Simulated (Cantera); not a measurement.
Thermodynamics of iron carbonyl, mercury and lead vapours, feed Pb + CO + H₂

Input: 1 mol Pb, 0.15 mol CO, 0.32 mol H₂, at 13.0 Pa.

These are equilibrium values from Cantera (NASA tables, ideal gas, pure condensed phases), not measurements of a reactor. Candidate condensed phases: C, C₆H₆, C₇H₈, C₈H₁₈, H₂O, Pb, PbO, PbO₂, Pb₃O₄; 113 gas species. Equilibrium is a limit: real reactors are often held back by kinetics, nucleation or transport.

```csv
T (°C),x H₂,x Pb,x CO,x CO₂,x H₂O,n C(graphite),n Pb(l)
500,0.682,0.000178,0.313,0.00311,0.00132,0.00201,1.000
575,0.679,0.00230,0.318,0.000300,0.000207,0.000220,0.999
650,0.668,0.0195,0.313,4.01e-5,4.19e-5,3.29e-5,0.991
725,0.600,0.119,0.281,6.07e-6,8.95e-6,0,0.936
800,0.298,0.562,0.140,3.57e-7,7.04e-7,0,0.396
875,0.218,0.680,0.102,5.51e-8,1.39e-7,0,0
950,0.218,0.680,0.102,2.46e-8,7.66e-8,0,0
1025,0.218,0.680,0.102,1.56e-8,5.84e-8,0,0
1100,0.218,0.680,0.102,1.15e-8,5.06e-8,0,0
1175,0.217,0.680,0.102,9.13e-9,4.61e-8,0,0
```
x: gas mole fraction; n: condensed amount in mol.

From 500 °C to 650 °C the condensed part is C(graphite) + Pb(l). From 725 °C to 800 °C the condensed part is Pb(l). From 875 °C to 1175 °C nothing is condensed. The main Pb-bearing gas is Pb throughout.
